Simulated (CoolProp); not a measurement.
Vapour-liquid equilibrium of R125 (1) + fluoroethane (R161) (2) at 1620 kPa; x and y are mole fractions of (1).

Computed with CoolProp (multi-fluid Helmholtz-energy mixture model, Lemmon 2005 and Wu 2012; pair parameters Bell 2016).

Q: Give the bubble temperature and the first vapour's composition at x = 0.05, 0.5, 0.65. Is there an azeotrope?

A: x = 0.05: 46.4 °C, y = 0.062; x = 0.5: 38.0 °C, y = 0.577; x = 0.65: 35.5 °C, y = 0.713. No azeotrope shows between x = 0.05 and 0.95.

The pair parameters rest on a limited set of measurements; away from them the model extrapolates. The gap from Raoult's law changes sign with composition, which may be real or a fault of the pair parameters; it wasn't checked against measurements.
